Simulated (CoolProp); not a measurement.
Model: reference Helmholtz-energy equation of state, Zhou 2014, in CoolProp.

Q: For cyclohexane, give the phase and the Z, cp (kJ/(kg K)), expansivity (1/kK) at 403.1 K and 52.2 bar; 461.5 K and 52.2 bar.

A: 
- 403.1 K and 52.2 bar: liquid; Z 0.194, cp 2.36, expansivity 1.55
- 461.5 K and 52.2 bar: liquid; Z 0.188, cp 2.70, expansivity 2.08
